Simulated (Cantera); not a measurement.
A closed system holds: 1 mol PbO, 0.058 mol H2, held at 2.30 bar.

These are equilibrium values from Cantera (NASA tables, ideal gas, pure condensed phases), not measurements of a reactor. Candidate condensed phases: H2O, Pb, PbO, PbO2, Pb3O4; 12 gas species. Each liquid is taken as pure. Mutual solubility and eutectic melting of coexisting phases are not modelled. Gases not in the tables: (PbO)n polymers. Kinetics and transport are ignored.

x: gas mole fraction; n: condensed amount in mol.

| T (°C) | x H2O | x Pb | x PbO | x H2 | x OH | x Pb2 | x O2 | n Pb(l) | n PbO(yellow) | n PbO(l) |
|---|---|---|---|---|---|---|---|---|---|---|
| 702 | 1.000 | 3.99e-6 | 5.64e-8 | 0.000134 | 1.18e-10 | 8.55e-12 | <1e-12 | 0.0580 | 0.942 | 0 |
| 752 | 1.000 | 1.21e-5 | 2.98e-7 | 0.000161 | 6.05e-10 | 5.48e-11 | <1e-12 | 0.0580 | 0.942 | 0 |
| 802 | 1.000 | 3.30e-5 | 1.34e-6 | 0.000190 | 2.66e-9 | 2.94e-10 | 5.89e-12 | 0.0580 | 0.942 | 0 |
| 852 | 1.000 | 8.23e-5 | 5.24e-6 | 0.000223 | 1.02e-8 | 1.35e-9 | 5.08e-11 | 0.0580 | 0.942 | 0 |
| 902 | 1.000 | 0.000189 | 1.75e-5 | 0.000268 | 3.44e-8 | 5.44e-9 | 3.37e-10 | 0.0580 | 0 | 0.942 |
| 952 | 0.999 | ___ | ___ | ___ | ___ | ___ | ___ | 0.0580 | 0 | 0.942 |
| 1002 | 0.999 | 0.000820 | 0.000126 | 0.000433 | 2.71e-7 | 6.27e-8 | 7.04e-9 | 0.0579 | 0 | 0.942 |
| 1052 | 0.998 | 0.00157 | 0.000300 | 0.000539 | 6.76e-7 | 1.84e-7 | 2.68e-8 | 0.0579 | 0 | 0.942 |
| 1102 | 0.996 | 0.00285 | 0.000668 | 0.000662 | 1.57e-6 | 5.00e-7 | 9.22e-8 | 0.0578 | 0 | 0.942 |
| 1152 | 0.993 | ___ | ___ | ___ | ___ | ___ | ___ | 0.0577 | 0 | 0.942 |
| 1202 | 0.988 | 0.00835 | 0.00277 | 0.000961 | 7.14e-6 | 2.98e-6 | 8.33e-7 | 0.0575 | 0 | 0.942 |

Problem. Some entries are withheld; supply them.

Solution. 
- 952, x Pb: 0.000406
- 952, x PbO: 4.91e-5
- 952, x H2: 0.000343
- 952, x OH: 1.01e-7
- 952, x Pb2: 1.94e-8
- 952, x O2: 1.65e-9
- 1152, x Pb: 0.00498
- 1152, x PbO: 0.00140
- 1152, x H2: 0.000802
- 1152, x OH: 3.45e-6
- 1152, x Pb2: 1.26e-6
- 1152, x O2: 2.89e-7
